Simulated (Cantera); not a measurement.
Thermodynamics of abatement and gas-phase synthesis, feed SO₂ + H₂ + O₂

Input: 1 mol SO₂, 2.1 mol H₂, 2.8 mol O₂, at 1330 Pa.

Cantera equilibrium calculation (NASA polynomials, part measured and part estimated; ideal gas, pure solids and liquids). Candidate condensed phases: H₂O, H₂SO₄, S; 19 gas species. Kinetics and transport are ignored.

```tsv
T (K)	log p H₂O	log p O₂	log p O	log p SO₂	log p H	log p SO₃	log p OH	log p H₂	log p SO
800	-2.21	-2.38	<-13	-3.04	<-13	-2.69	-10.09	<-13	<-13
1000	-2.23	-2.33	-10.97	-2.61	<-13	-3.51	-7.97	-11.13	-13.16
1200	-2.24	-2.32	-8.76	-2.57	-11.19	-4.32	-6.55	-8.97	-10.49
1400	-2.24	-2.32	-7.18	-2.56	-9.03	-4.91	-5.54	-7.42	-8.61
1600	-2.24	-2.32	-6.00	-2.56	-7.39	-5.36	-4.78	-6.26	-7.20
1800	-2.24	-2.32	-5.07	-2.56	-6.12	-5.70	-4.19	-5.35	-6.11
2000	-2.25	-2.33	-4.34	-2.56	-5.10	-5.98	-3.73	-4.63	-5.23
2200	-2.28	-2.34	-3.74	-2.58	-4.27	-6.22	-3.36	-4.05	-4.52
2400	-2.34	-2.37	-3.25	-2.61	-3.60	-6.45	-3.07	-3.60	-3.94
2600	-2.49	-2.44	-2.85	-2.70	-3.06	-6.73	-2.89	-3.29	-3.50
2800	-2.80	-2.56	-2.54	-2.91	-2.68	-7.13	-2.85	-3.18	-3.21
```
log p: log10 of the partial pressure in bar; nothing condenses.

From 800 K to 2800 K nothing is condensed.
